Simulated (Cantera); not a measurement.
An adiabatic, constant-pressure homogeneous reactor starts with CH3OH : O2 : N2 = 1 : 3.06 : 11.5 (molar parts), at 1600 K and 2.66 atm. Integrator tolerance rtol = 1e-08.

Cantera simulation using GRI-Mech 3.0 (53 species, 325 reactions); the numbers are that mechanism's predictions, not measurements. GRI-Mech 3.0 was tuned for natural gas; its chemistry of methanol as a main component is partial and can be far from experiment.

Question: What does this change do: pressure from 2.66 atm to 0.612 atm?

Answer: 
```csv
quantity,before,after
time of steepest temperature rise,53.3 µs,0.207 ms
temperature at 1.00 s,2518 K,2469 K
equilibrium temperature,2518 K,2469 K
x(CH3OH) at 1.00 s,<1e-12 (gas-phase equilibrium <1e-12),<1e-12 (gas-phase equilibrium <1e-12)
x(O2) at 1.00 s,0.0884 (gas-phase equilibrium 0.0884),0.0890 (gas-phase equilibrium 0.0890)
x(H2O) at 1.00 s,0.116 (gas-phase equilibrium 0.116),0.114 (gas-phase equilibrium 0.114)
x(C2H2) at 1.00 s,<1e-12 (gas-phase equilibrium <1e-12),<1e-12 (gas-phase equilibrium <1e-12)
x(HCO) at 1.00 s,1.17e-9 (gas-phase equilibrium 1.17e-9),9.35e-10 (gas-phase equilibrium 9.35e-10)
```

Question: What does this change do: initial temperature 1600 to 1475 K?

Answer: 
```json
[
 {"quantity": "time of steepest temperature rise", "before": "53.3 µs", "after": "0.151 ms"},
 {"quantity": "temperature at 1.00 s", "before": "2518 K", "after": "2436 K"},
 {"quantity": "equilibrium temperature", "before": "2518 K", "after": "2436 K"},
 {"quantity": "x(CH3OH) at 1.00 s", "before": "<1e-12 (gas-phase equilibrium <1e-12)", "after": "<1e-12 (gas-phase equilibrium <1e-12)"},
 {"quantity": "x(O2) at 1.00 s", "before": "0.0884 (gas-phase equilibrium 0.0884)", "after": "0.0894 (gas-phase equilibrium 0.0894)"},
 {"quantity": "x(H2O) at 1.00 s", "before": "0.116 (gas-phase equilibrium 0.116)", "after": "0.119 (gas-phase equilibrium 0.119)"},
 {"quantity": "x(C2H2) at 1.00 s", "before": "<1e-12 (gas-phase equilibrium <1e-12)", "after": "<1e-12 (gas-phase equilibrium <1e-12)"},
 {"quantity": "x(HCO) at 1.00 s", "before": "1.17e-9 (gas-phase equilibrium 1.17e-9)", "after": "4.93e-10 (gas-phase equilibrium 4.93e-10)"}
]
```
